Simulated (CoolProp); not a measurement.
The numbers come from the reference Helmholtz-energy equation of state, Lemmon 2006 in CoolProp. It is a short technical equation, of lower accuracy than the large ones.

Question: For neopentane, give the phase and the Z, cv (kJ/(kg K)), speed of sound (m/s), Joule-Thomson coefficient (K/MPa) at 550 K and 2660 kPa; 550 K and 4000 kPa; 550 K and 12000 kPa.

Answer: 
- 550 K and 2660 kPa: gas; Z 0.868, cv 2.70, speed of sound 227, Joule-Thomson coefficient 4.38
- 550 K and 4000 kPa: supercritical; Z 0.800, cv 2.71, speed of sound 213, Joule-Thomson coefficient 4.58
- 550 K and 12000 kPa: supercritical; Z 0.661, cv 2.75, speed of sound 274, Joule-Thomson coefficient 1.54
